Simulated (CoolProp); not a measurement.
Vapour-liquid equilibrium of methane (1) + ethylene (2) at 472 kPa; x and y are mole fractions of (1).

Values from CoolProp's multi-fluid Helmholtz-energy mixture model, Setzmann 1991 and Smukala 2000; pair parameters Bell 2016.

```tsv
x	bubble temperature (K)	y at the bubble point	dew temperature at overall composition x (K)	liquid density (mol/L)
0.05	188.4	0.421	199.6	19.30
0.2	162.8	0.868	?	20.98
0.35	151.1	0.949	?	21.97
0.5	144.9	0.973	?	22.65
0.65	141.0	0.984	?	23.19
0.8	138.1	0.992	169.0	23.63
0.95	135.3	?	150.8	24.00
```

### Question
Complete the blanks.

### Answer

- 0.2, dew temperature at overall composition x (K): 195.5
- 0.35, dew temperature at overall composition x (K): 190.8
- 0.5, dew temperature at overall composition x (K): 185.3
- 0.65, dew temperature at overall composition x (K): 178.5
- 0.95, y at the bubble point: 0.998

No azeotrope shows between x = 0.05 and 0.95.

The pair parameters rest on a limited set of measurements; away from them the model extrapolates. The gap from Raoult's law changes sign with composition, which may be real or a fault of the pair parameters; it wasn't checked against measurements.
